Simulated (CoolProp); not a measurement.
Values from CoolProp's reference Helmholtz-energy equation of state, Gao 2022.

For n-perfluorohexane, give the phase and the density (kg/m³), isothermal compressibility (1/MPa) at 57.25 °C and 0.945 MPa; 81.65 °C and 0.945 MPa; 99.95 °C and 0.945 MPa.


- 57.25 °C and 0.945 MPa: liquid; density 1580, isothermal compressibility 0.00412
- 81.65 °C and 0.945 MPa: liquid; density 1500, isothermal compressibility 0.00620
- 99.95 °C and 0.945 MPa: liquid; density 1430, isothermal compressibility 0.00913
